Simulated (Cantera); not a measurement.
Charge: 1 mol AlN, 5.9 mol H2, at 2975 K and 76.0 mbar.

Method: chemical equilibrium by Gibbs-energy minimisation in Cantera with the NASA 1993 tables (ideal gas, pure condensed phases). Candidate condensed phases: Al, AlN; 13 gas species. Equilibrium is a limit: real reactors are often held back by kinetics, nucleation or transport.

Base state: H2 0.470, H 0.364, Al 0.109, N2 0.0553, AlH 0.00137, N 1.01e-5 (mole fractions); condensed: gas only.

What changes in the equilibrium state with this change: AlN replaced by ZrN?


```json
[
 {"species": "H2", "before": "0.470", "after": "0.583"},
 {"species": "H", "before": "0.364", "after": "0.405"},
 {"species": "N2", "before": "0.0553", "after": "0.00966"},
 {"species": "Al", "before": "0.109", "after": "0"},
 {"species": "Zr", "before": "0", "after": "0.00300"},
 {"species": "AlH", "before": "0.00137", "after": "0"},
 {"species": "N", "before": "1.01e-5", "after": "4.22e-6"},
 {"species": "Zr(l), mol", "before": "0", "after": "0.123"},
 {"species": "ZrN(s), mol", "before": "0", "after": "0.855"}
]
```
Mutual solubility and eutectic melting of coexisting phases are not modelled. ZrN: taken at fixed stoichiometry. Condensed phases not in the tables: N, O or C dissolved in the metal. Further candidate phases: Zr, ZrN.
